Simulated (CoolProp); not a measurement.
A single-stage vapour-compression cycle with the fluid: evaporating at 252.15 K (dew point), condensing at 290.15 K (bubble point), superheat 5 K, subcooling 5 K, compressor efficiency 0.8, no pressure losses. The same conditions are run with several fluids, on thermodynamics alone (safety and materials aside).

Values from CoolProp's reference Helmholtz-energy equation of state of each fluid (R142b: Lemmon 2006; R152A: Outcalt 1996; R227EA: Lemmon 2016; R115: Lemmon 2016; R143a: Lemmon and Jacobsen 2000; R125: Lemmon 2005).

```json
[
 {"fluid": "R142b", "cooling COP": "4.78", "pressure ratio": "4.30", "discharge temperature (K)": "311.2", "refrigerating effect (kJ/kg)": "193", "volumetric capacity (kJ/m³)": "567"},
 {"fluid": "R152A", "cooling COP": "4.73", "pressure ratio": "4.04", "discharge temperature (K)": "321.6", "refrigerating effect (kJ/kg)": "…", "volumetric capacity (kJ/m³)": "1030"},
 {"fluid": "R227EA", "cooling COP": "4.52", "pressure ratio": "4.28", "discharge temperature (K)": "…", "refrigerating effect (kJ/kg)": "101", "volumetric capacity (kJ/m³)": "690"},
 {"fluid": "R115", "cooling COP": "4.42", "pressure ratio": "3.40", "discharge temperature (K)": "…", "refrigerating effect (kJ/kg)": "88.1", "volumetric capacity (kJ/m³)": "1460"},
 {"fluid": "R143a", "cooling COP": "4.51", "pressure ratio": "3.35", "discharge temperature (K)": "308.2", "refrigerating effect (kJ/kg)": "163", "volumetric capacity (kJ/m³)": "2140"},
 {"fluid": "R125", "cooling COP": "…", "pressure ratio": "3.42", "discharge temperature (K)": "301.7", "refrigerating effect (kJ/kg)": "111", "volumetric capacity (kJ/m³)": "…"}
]
```

### Question
Complete the blanks.

### Answer

- R152A, refrigerating effect (kJ/kg): 276
- R227EA, discharge temperature (K): 292.0
- R115, discharge temperature (K): 294.5
- R125, cooling COP: 4.40
- R125, volumetric capacity (kJ/m³): 2220
